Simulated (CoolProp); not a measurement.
Model: reference Helmholtz-energy equation of state, Lemmon 2006, in CoolProp. It is a short technical equation, of lower accuracy than the large ones.

For n-decane, give the phase and the cp (kJ/(kg K)), speed of sound (m/s), expansivity (1/kK), viscosity (µPa s) at 325.9 K and 4.36 MPa; 341.7 K and 4.36 MPa; 420.9 K and 4.36 MPa.


- 325.9 K and 4.36 MPa: liquid; cp 2.29, speed of sound 1160, expansivity 1.07, viscosity 621
- 341.7 K and 4.36 MPa: liquid; cp 2.36, speed of sound 1100, expansivity 1.09, viscosity 521
- 420.9 K and 4.36 MPa: liquid; cp 2.68, speed of sound 840, expansivity 1.28, viscosity 262

Viscosity comes from a separate model (Huber 2004).
